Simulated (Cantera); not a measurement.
A closed system holds: 1 mol B2O3, 2.7 mol NH3, a varied amount of H2, held at 133 Pa.

These are equilibrium values from Cantera (NASA tables, ideal gas, pure condensed phases), not measurements of a reactor. Candidate condensed phases: B, BN, B2O3, B3O3H3, H2O; 39 gas species. Mutual solubility and eutectic melting of coexisting phases are not modelled. Rates play no part.

### Question
What condenses at these points (T in K, n(H2) in mol): (1725, 76); (1525, 40); (1275, 140); (1475, 0.45); (1175, 40); (1275, 3.1)?

### Answer
| T (K) | n(H2) in mol | condensed phases | B condensed (%) |
|---|---|---|---|
| 1725 | 76 | gas only | 0.0 |
| 1525 | 40 | gas only | 0.0 |
| 1275 | 140 | BN + B2O3 | 89.3 |
| 1475 | 0.45 | B2O3 | 87.7 |
| 1175 | 40 | BN + B2O3 | 99.3 |
| 1275 | 3.1 | BN + B2O3 | 99.3 |
